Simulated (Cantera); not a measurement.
Adiabatic ignition

An adiabatic, constant-pressure homogeneous reactor starts with 15.0 % CO, 6.15 % H2, 16.2 % O2, 61.2 % N2, 1.48 % H2O, at 1275 K and 500000 Pa.

Detailed kinetics in Cantera: GRI-Mech 3.0 (53 species, 325 reactions). The hydrogen kinetics of GRI-Mech 3.0 are dated; newer H2 mechanisms differ, most at raised pressure.

```csv
t (s),T (K),x CO,x H2,x O2,x H2O2,x CO2,x N2O,x OH
4.00e-6,1275,0.150,0.0615,0.162,4.00e-9,7.65e-7,4.61e-12,2.83e-7
9.59e-6,1279,0.150,0.0606,0.161,5.20e-6,0.000205,1.18e-9,8.90e-5
2.30e-5,2214,0.0560,0.00484,0.0818,5.85e-7,0.104,1.13e-6,0.0134
5.52e-5,2562,0.0261,0.00209,0.0708,3.43e-7,0.138,1.52e-6,0.0109
0.000132,2633,0.0187,0.00150,0.0678,4.14e-7,0.146,1.52e-6,0.00965
0.000317,2634,0.0184,0.00148,0.0672,4.16e-7,0.147,1.51e-6,0.00954
0.000761,2630,0.0183,0.00147,0.0659,4.10e-7,0.147,1.52e-6,0.00941
0.00183,2624,0.0181,0.00146,0.0639,3.99e-7,0.147,1.54e-6,0.00919
0.00438,2619,0.0179,0.00145,0.0619,3.89e-7,0.147,1.58e-6,0.00897
0.0105,2617,0.0178,0.00145,0.0612,3.86e-7,0.148,1.60e-6,0.00891
0.0252,2617,0.0178,0.00145,0.0612,3.86e-7,0.148,1.60e-6,0.00891
0.0604,2617,0.0178,0.00145,0.0612,3.86e-7,0.148,1.60e-6,0.00891
0.145,2617,0.0178,0.00145,0.0612,3.86e-7,0.148,1.60e-6,0.00891
0.348,2617,0.0178,0.00145,0.0612,3.86e-7,0.148,1.60e-6,0.00891
0.834,2617,0.0178,0.00145,0.0612,3.86e-7,0.148,1.60e-6,0.00891
2.00,2617,0.0178,0.00145,0.0612,3.86e-7,0.148,1.60e-6,0.00891
```
x: mole fraction; the columns are a selection and need not sum to one.

The time of steepest temperature rise is 13.9 µs. The temperature at 2.00 s comes out as 2617 K. The equilibrium temperature is 2617 K. The x(CO) at 2.00 s is 0.0178 (gas-phase equilibrium 0.0178). The x(H2) at 2.00 s is 0.00145 (gas-phase equilibrium 0.00145). The x(O2) at 2.00 s is 0.0612 (gas-phase equilibrium 0.0612).
